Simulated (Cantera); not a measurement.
An isothermal plug-flow reactor at 975 K and 0.987 atm (inlet), inlet velocity 0.71 m/s, active area per volume 5400 1/m; feed CH4 : O2 : N2 = 0.0031 : 0.13 : 0.79 (molar parts), equivalence ratio 0.048.

Model: Deutschmann's 1995 Pt surface mechanism with GRI-Mech 3.0 gas chemistry, integrated in Cantera. Catalytic surfaces can have several steady states; this one follows from the mechanism file's or the stated starting coverage. Mass transfer to the wall is taken as infinitely fast.

Q: What does this change do: CH4 0.0031 to 0.0014 parts?

A: 
```tsv
quantity	before	after
x(CH4) at z = 0.01 m	0.000152	7.14e-5
x(O2) at z = 0.01 m	0.134	0.138
x(H2O) at z = 0.01 m	0.00641	0.00289
x(CO2) at z = 0.01 m	0.00320	0.00145
x(CO) at z = 0.01 m	6.44e-8	3.01e-8
θ(free Pt) at the exit	0.158	0.157
θ(O*) at the exit	0.841	0.842
```
